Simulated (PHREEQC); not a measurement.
Consider water at 25 °C with 170 mmol/kgw FeCl3, 6.3 mmol/kgw ZnCl2 and 120 mmol/kgw H2SO4. Closed to the air; pH follows from the charge balance.

All values are PHREEQC results (ion-association model, phreeqc.dat), not measurements.

This is a speciation only: nothing precipitates in the calculation.

**Question.** Order these Cl species by the share of Cl that they hold, largest first: FeCl3, Cl-, FeCl+2, FeCl2+, ZnCl+.

**Answer.** Cl- (81 %), FeCl+2 (11 %), FeCl2+ (7.7 %), ZnCl+ (0.20 %), FeCl3 (0.18 %)

The pH is 0.88 and the ionic strength 0.632 mol/kgw. Examples of supersaturated solids here: Hematite (slow to form), Goethite (slow to form). Others may be too.
